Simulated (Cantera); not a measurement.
What does this Cantera script print?

```python
import numpy as np
import cantera as ct

gas_names = """
    CL CL2 H HCL H2 Si SiCL SiCL2 SiCL3 SiCL4 SiH SiHCL3 SiH2 SiH2CL2 SiH3 SiH3CL SiH4 Si2 Si3
""".split()
cond_names = """
    Si(cr) Si(L)
""".split()


def load(file, names, dense=False):
    # The tables refer to 1 bar. Condensed volumes are neglected.
    table = {s.name: s for s in ct.Species.list_from_file(file)}
    out = []
    for n in names:
        d = dict(table[n].input_data)
        d["thermo"] = dict(d["thermo"], **{"reference-pressure": 1e5})
        if dense:
            d["equation-of-state"] = {"model": "constant-volume", "density": "1e6 g/cm^3"}
        out.append(ct.Species.from_dict(d))
    return out


gas = ct.Solution(thermo="ideal-gas", species=load("nasa_gas.yaml", gas_names))
cond = {s.name: ct.Solution(thermo="fixed-stoichiometry", species=[s], name=s.name)
        for s in load("nasa_condensed.yaml", cond_names, dense=True)}
atoms = {
    'SiCl4': {'Si': 1, 'CL': 4},
    'Cl2': {'CL': 2},
    'H2': {'H': 2},
}
top_T = {}  # K; cautious upper limits of use, not melting points


def equilibrate(T, P, feed):
    n = {}
    for name, mol in feed.items():
        for a, k in atoms[name].items():
            n[a] = n.get(a, 0.0) + k * mol
    gas.TPX = T, P, n
    mass = sum(n.values()) * gas.mean_molecular_weight
    gas.equilibrate("TP")
    valid = [c for c in cond.values() if c.min_temp <= T <= top_T.get(c.name, c.max_temp)]
    mix = ct.Mixture([(gas, mass / gas.mean_molecular_weight)] + [(c, 0.0) for c in valid])
    mix.T, mix.P = T, P
    mix.equilibrate("TP", solver="vcs", rtol=1e-11, max_steps=5000)
    return mix


results = []
feed = {'SiCl4': 1, 'Cl2': 2.7, 'H2': 3.6}  # mol
T = 700  # K
P = 100000  # Pa
mix = equilibrate(T, P, feed)
results.append((T, P, feed, dict(zip(mix.species_names, mix.species_moles))))
x = sorted(zip(gas.X, gas.species_names), reverse=True)
print(f"T = {T:g} K  P = {P:g} Pa  gas = {mix.phase_moles(0):.4g} mol")
print("   x: " + "  ".join(f"{s} {v:.3e}" for v, s in x if v > 0.0001))
print("   condensed (mol): " + ("  ".join(f"{mix.phase(i).name} {mix.phase_moles(i):.4g}"
      for i in range(1, mix.n_phases) if mix.phase_moles(i) > 1e-12) or "none"))
```

Output:

```
T = 700 K  P = 100000 Pa  gas = 7.3 mol
   x: HCL 7.397e-01  SiCL4 1.370e-01  H2 1.233e-01
   condensed (mol): none
```

Cantera equilibrium calculation (NASA polynomials, part measured and part estimated; ideal gas, pure solids and liquids).
